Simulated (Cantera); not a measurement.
MgCO3 + SO2 + O2 (roasting and sulfation)

Input: 1 mol MgCO3, 2.8 mol SO2, a varied amount of O2, held at 925 K and 100000 Pa.

These are equilibrium values from Cantera (NASA tables, ideal gas, pure condensed phases), not measurements of a reactor. Candidate condensed phases: C, Mg, MgCO3, MgO, MgS, MgSO4, S; 26 gas species. Equilibrium is a limit: real reactors are often held back by kinetics, nucleation or transport.

From 0.28 mol O2 to 0.47 mol O2 the condensed part is MgO(s) + MgSO4(s). From 0.54 mol O2 to 1.4 mol O2 the condensed part is MgSO4(s).

```
n(O2) (mol)  log p SO2  log p CO2  log p SO3  log p O2  log p CO  n MgO(s)  n MgSO4(s)
-----------  ---------  ---------  ---------  --------  --------  --------  ----------
0.28             -0.16      -0.51      -6.47      <-12     -4.94     0.440       0.560
0.32             -0.17      -0.50      -6.47      <-12     -4.94     0.360       0.640
0.36             -0.17      -0.49      -6.47      <-12     -4.93     0.280       0.720
0.41             -0.18      -0.47      -6.47      <-12     -4.92     0.180       0.820
0.47             -0.19      -0.46      -6.47      <-12     -4.91    0.0599       0.940
0.54             -0.21      -0.45      -1.55     -4.01     -9.85         0        1.00
0.62             -0.25      -0.45      -1.08     -2.99    -10.36         0        1.00
0.71             -0.30      -0.45      -0.85     -2.43    -10.65         0        1.00
0.81             -0.36      -0.45      -0.70     -2.02    -10.85         0        1.00
0.92             -0.42      -0.46      -0.60     -1.69    -11.02         0        1.00
1.1              -0.52      -0.47      -0.51     -1.31    -11.22         0        1.00
1.2              -0.57      -0.48      -0.48     -1.17    -11.31         0        1.00
1.4              -0.65      -0.50      -0.46     -0.95    -11.43         0        1.00
```
log p: log10 of the partial pressure in bar; n: condensed amount in mol.
